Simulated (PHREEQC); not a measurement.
## Alkaline etch or developer (model solution)

Dissolve 0.056 mol CsOH and 1.8e-05 mol H4SiO4 per kg of water at 20 °C. Closed to the air; pH follows from the charge balance.

All values are PHREEQC results (ion-association model, wateq4f.dat), not measurements.

This is a speciation only: nothing precipitates in the calculation.

Task: Predict the pH.

Result: pH 12.82.

Task: In which forms is Si present?

Result: H3SiO4- 64 %, H2SiO4-2 36 % of the Si.
